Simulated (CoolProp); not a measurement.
A Linde-Hampson liquefier for CF4 (R14): isothermal reversible compression at 290 K from 1 atm to 10 MPa, throttling to 1 atm, return gas leaving the recuperator 5 K below the feed. Each further row changes one setting.

The numbers come from the reference Helmholtz-energy equation of state, Platzer 1990 in CoolProp. This equation is an older, rougher fit; its heat capacities, sound speeds and derivatives of the liquid may be far off and weren't checked against measurements.

```
case                        liquid yield per pass  compression work (kJ/kg of gas)
--------------------------  ---------------------  -------------------------------
as stated                                   0.200                              115
high pressure 20 MPa                        0.290                              128
warm-end temperature 320 K                  0.131                              131
warm-end gap 10 K                           0.187                              115
```
